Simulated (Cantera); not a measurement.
An adiabatic, constant-volume homogeneous reactor starts with 9.07 % CH4, 0.553 % CO, 19.0 % O2, 71.4 % N2, at 1348 K and 2.37 atm.

Detailed kinetics in Cantera: GRI-Mech 3.0 (53 species, 325 reactions).

Question: Predict: time of steepest temperature rise; temperature at 4.00 s; equilibrium temperature; x(CO) at 4.00 s; x(O2) at 4.00 s; x(CO2) at 4.00 s; x(O) at 4.00 s.

Answer: 
```
Item                                                                Result
---------------------------------  ---------------------------------------
time of steepest temperature rise                                  3.06 ms
temperature at 4.00 s                                               2923 K
equilibrium temperature                                             2923 K
x(CO) at 4.00 s                      0.0398 (gas-phase equilibrium 0.0398)
x(O2) at 4.00 s                      0.0204 (gas-phase equilibrium 0.0204)
x(CO2) at 4.00 s                     0.0529 (gas-phase equilibrium 0.0529)
x(O) at 4.00 s                     0.00533 (gas-phase equilibrium 0.00533)
```
